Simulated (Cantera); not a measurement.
Cantera run:

```python
import numpy as np
import cantera as ct

gas_names = """
    Br Br2 H HBr HO2 H2 H2O H2O2 O OH O2 O3
""".split()
cond_names = """
    Br2(cr) Br2(L) H2O(s) H2O(L)
""".split()


# ... load() reads the species with a 1 bar reference pressure and builds the phases ...
atoms = {
    'HBr': {'H': 1, 'Br': 1},
    'H2': {'H': 2},
    'O2': {'O': 2},
}
top_T = {}  # K; cautious upper limits of use, not melting points


# ... equilibrate(T, P, feed) seeds the gas with the atoms and calls Mixture.equilibrate('TP', solver="vcs", rtol=1e-11, max_steps=5000) ...
results = []
T = 973  # K
P = 880000  # Pa
for m in [0.12, 0.18, 0.27, 0.4, 0.59, 0.87, 1.3, 1.9, 2.8, 4.2, 6.2]:
    feed = {'HBr': 1, 'H2': 0.068, 'O2': m}  # mol
    mix = equilibrate(T, P, feed)
    results.append((T, P, feed, dict(zip(mix.species_names, mix.species_moles))))

top = {s: max(r[3][s] / sum(r[3][g] for g in gas_names) for r in results) for s in gas_names}
cols = sorted((s for s in top if top[s] > 0.001), key=lambda s: -top[s])[:7]
seen = [c for c in cond_names if any(r[3].get(c, 0) > 1e-12 for r in results)]
print("log10 of partial pressures in bar; condensed amounts in mol")
print(f"{'n(O2)':>10s}" + "".join(f"{s[:9]:>10s}" for s in cols + seen))
for T, P, feed, n in results:
    ng = sum(n[g] for g in gas_names)
    print(f"{feed['O2']:10.4g}" + "".join(f"{np.log10(max(n[s] / ng * P / 1e5, 1e-99)):10.3f}" for s in cols)
          + "".join(f"{n.get(c, 0):10.4g}" for c in seen))
```

It prints:

```
log10 of partial pressures in bar; condensed amounts in mol
     n(O2)        O2       HBr       H2O       Br2
      0.12    -9.867     0.733     0.296     0.151
      0.18    -8.264     0.535     0.472     0.381
      0.27    -4.012    -0.336     0.648     0.589
       0.4    -0.060    -1.348     0.622     0.566
      0.59     0.293    -1.500     0.558     0.502
      0.87     0.494    -1.631     0.478     0.422
       1.3     0.633    -1.766     0.378     0.322
       1.9     0.724    -1.898     0.268     0.212
       2.8     0.791    -2.041     0.143     0.086
       4.2     0.840    -2.196    -0.000    -0.057
       6.2     0.872    -2.351    -0.147    -0.203
```

Method: chemical equilibrium by Gibbs-energy minimisation in Cantera with the NASA 1993 tables (ideal gas, pure condensed phases).
